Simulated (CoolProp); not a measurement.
Vapour pressure (bar) of propylene: the reference equation beside estimates from Tc = 364.2 K, pc = 45.55 bar, ω = 0.146. Clausius-Clapeyron is anchored at 279.2 K with a constant enthalpy of vaporisation of 15.49 kJ/mol.

Values from CoolProp's reference Helmholtz-energy equation of state, Lemmon 2013.

```json
[
 {"T (K)": "264.3", "reference": "4.443", "Clausius-Clapeyron": "4.783", "van der Waals": "10.95", "Redlich-Kwong": "5.359", "Peng-Robinson": "4.432"},
 {"T (K)": "267.3", "reference": "4.885", "Clausius-Clapeyron": "5.177", "van der Waals": "11.57", "Redlich-Kwong": "5.865", "Peng-Robinson": "4.873"},
 {"T (K)": "270.3", "reference": "5.359", "Clausius-Clapeyron": "5.594", "van der Waals": "12.22", "Redlich-Kwong": "6.403", "Peng-Robinson": "5.346"},
 {"T (K)": "273.2", "reference": "5.850", "Clausius-Clapeyron": "6.018", "van der Waals": "12.88", "Redlich-Kwong": "6.956", "Peng-Robinson": "5.835"},
 {"T (K)": "276.2", "reference": "6.391", "Clausius-Clapeyron": "6.481", "van der Waals": "13.57", "Redlich-Kwong": "7.562", "Peng-Robinson": "6.376"},
 {"T (K)": "279.2", "reference": "6.968", "Clausius-Clapeyron": "6.968", "van der Waals": "14.29", "Redlich-Kwong": "8.204", "Peng-Robinson": "6.953"},
 {"T (K)": "282.2", "reference": "7.583", "Clausius-Clapeyron": "7.481", "van der Waals": "15.04", "Redlich-Kwong": "8.884", "Peng-Robinson": "7.569"},
 {"T (K)": "285.1", "reference": "8.215", "Clausius-Clapeyron": "8.000", "van der Waals": "15.78", "Redlich-Kwong": "9.577", "Peng-Robinson": "8.201"},
 {"T (K)": "288.1", "reference": "8.908", "Clausius-Clapeyron": "8.564", "van der Waals": "16.57", "Redlich-Kwong": "10.33", "Peng-Robinson": "8.896"},
 {"T (K)": "291.1", "reference": "9.643", "Clausius-Clapeyron": "9.154", "van der Waals": "17.39", "Redlich-Kwong": "11.13", "Peng-Robinson": "9.633"},
 {"T (K)": "294", "reference": "10.39", "Clausius-Clapeyron": "9.750", "van der Waals": "18.20", "Redlich-Kwong": "11.94", "Peng-Robinson": "10.39"},
 {"T (K)": "297", "reference": "11.22", "Clausius-Clapeyron": "10.39", "van der Waals": "19.07", "Redlich-Kwong": "12.82", "Peng-Robinson": "11.21"},
 {"T (K)": "300", "reference": "12.09", "Clausius-Clapeyron": "11.07", "van der Waals": "19.96", "Redlich-Kwong": "13.74", "Peng-Robinson": "12.09"},
 {"T (K)": "302.9", "reference": "12.97", "Clausius-Clapeyron": "11.75", "van der Waals": "20.85", "Redlich-Kwong": "14.67", "Peng-Robinson": "12.98"}
]
```

Absolute difference from the reference over all 14 rows, mean and median: Clausius-Clapeyron 4.8 and 4.7 %, van der Waals 98.3 and 95.2 %, Redlich-Kwong 16.9 and 16.9 %, Peng-Robinson 0.2 and 0.2 %.
